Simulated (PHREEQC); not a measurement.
Solution (25 °C): 0.0065 mol NH4HF2, 0.00058 mol (NH4)2SiF6 and 0.022 mol H3BO3 per kg of water. Closed to the air; pH follows from the charge balance.

Computed with PHREEQC (ion-association model, wateq4f.dat).

The ionic strength comes out as 0.00812 mol/kgw. What activity coefficients do F-, BF3OH-, SiF6-2, BF(OH)3-, BF4- get?

F- 0.91, BF3OH- 0.91, SiF6-2 0.69, BF(OH)3- 0.91, BF4- 0.91.

This is a speciation only: nothing precipitates in the calculation. Examples of supersaturated solids here: Quartz (slow to form). Others may be too. SiF6-2 is the database's only silicon fluoride. Real BF4- forms and hydrolyses slowly; the run takes it at equilibrium.
